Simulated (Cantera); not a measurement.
Charge: 1 mol CaCO₃, 2.8 mol CO₂, 0.011 mol H₂O, at 650 °C and 101000 Pa.

Cantera equilibrium calculation (NASA polynomials, part measured and part estimated; ideal gas, pure solids and liquids). Candidate condensed phases: C, C₆H₆, C₇H₈, C₈H₁₈, Ca, CaCO₃, CaO, Ca(OH)₂, H₂O; 115 gas species. Equilibrium is a limit: real reactors are often held back by kinetics, nucleation or transport.

Base state: CO₂ 0.996, H₂O 0.00391 (mole fractions); condensed: CaCO₃(calcite).

Task: What changes in the equilibrium state with this change: pressure from 101000 Pa to 680 Pa?

Result: 
```csv
species,before,after
CO₂,0.996,0.997
H₂O,0.00391,0.00289
"CaCO₃(calcite), mol",1.00,0
"CaO(s), mol",0,1.00
```

Task: What changes in the equilibrium state with this change: pressure from 101000 Pa to 133 Pa?

Result: 
```csv
species,before,after
CO₂,0.996,0.997
H₂O,0.00391,0.00289
"CaCO₃(calcite), mol",1.00,0
"CaO(s), mol",0,1.00
```
